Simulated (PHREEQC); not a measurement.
0.17 g of hydrous ferric oxide (600 m²/g; 0.2 weak and 0.005 strong sites per Fe, Dzombak-Morel constants, diffuse double layer) in 1 kg of water with 0.005 mol/kgw of an inert sodium salt and 0.00047 mol Na2HAsO4, at 25 °C; the pH is set by adding NaOH or the inert anion's acid. Oxygen alone is held at its pressure in air (log pO2 = -0.68). No CO2 enters from the air. No solid was allowed to form.

The numbers come from PHREEQC with the ion-association model, wateq4f.dat.

| pH | As sorbed (%) | surface charge σ (C/m²) | surface potential ψ (mV) |
|---|---|---|---|
| 4 | 79.3 | 0.005 | 27 |
| 4.38 | 78.5 | 0.003 | 16 |
| 4.75 | 77.2 | 0.001 | 4 |
| 5.12 | 75.5 | -0.001 | -8 |
| 5.5 | 73.2 | -0.004 | -21 |
| 5.88 | 70.2 | -0.006 | -34 |
| 6.25 | 66.6 | -0.009 | -45 |
| 6.62 | 62.2 | -0.012 | -56 |
| 7 | 57.0 | -0.015 | -65 |
| 7.38 | 51.3 | -0.017 | -72 |
| 7.75 | 45.7 | -0.019 | -76 |
| 8.12 | 39.4 | -0.021 | -80 |
| 8.5 | 31.0 | -0.024 | -86 |
| 8.88 | 21.8 | -0.029 | -95 |
| 9.25 | 14.9 | -0.035 | -104 |
| 9.62 | 10.4 | -0.043 | -114 |
| 10 | 7.4 | -0.053 | -125 |

Species that the database lacks are ignored.
